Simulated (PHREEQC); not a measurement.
A solution holds 0.0022 mol CdCl2, 4.3e-05 mol ZnCl2, 0.001 mol HCl and 0.043 mol NaCl per kg of water, at 12 °C. Closed to the air; pH follows from the charge balance.

The numbers come from PHREEQC with the ion-association model, wateq4f.dat.

### Question
The ionic strength comes out as 0.0475 mol/kgw. What activity coefficients do Na+, Cd+2, CdCl+, Zn+2, CdCl3- get?

### Answer
Na+ 0.83, Cd+2 0.47, CdCl+ 0.83, Zn+2 0.50, CdCl3- 0.83.

This is a speciation only: nothing precipitates in the calculation. Constants without temperature data keep their 25 °C values here.
